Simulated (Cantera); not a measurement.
An adiabatic, constant-pressure homogeneous reactor starts with H2 : O2 : N2 = 1 : 1.56 : 5.88 (molar parts), equivalence ratio 0.32, at 1725 K and 4.93 atm.

Detailed kinetics in Cantera: GRI-Mech 3.0 (53 species, 325 reactions). The hydrogen kinetics of GRI-Mech 3.0 are dated; newer H2 mechanisms differ, most at raised pressure.

**Question.** Predict: time of steepest temperature rise; temperature at 1.00 s; equilibrium temperature; x(H2) at 1.00 s; x(O2) at 1.00 s; x(H2O) at 1.00 s; x(H) at 1.00 s; x(NO) at 1.00 s; x(HO2) at 1.00 s.

**Answer.** 
| Quantity | Value |
|---|---|
| time of steepest temperature rise | 1.77 µs |
| temperature at 1.00 s | 2456 K |
| equilibrium temperature | 2456 K |
| x(H2) at 1.00 s | 0.000744 (gas-phase equilibrium 0.000744) |
| x(O2) at 1.00 s | 0.123 (gas-phase equilibrium 0.123) |
| x(H2O) at 1.00 s | 0.121 (gas-phase equilibrium 0.121) |
| x(H) at 1.00 s | 0.000254 (gas-phase equilibrium 0.000254) |
| x(NO) at 1.00 s | 0.0157 (gas-phase equilibrium 0.0157) |
| x(HO2) at 1.00 s | 1.40e-5 (gas-phase equilibrium 1.40e-5) |
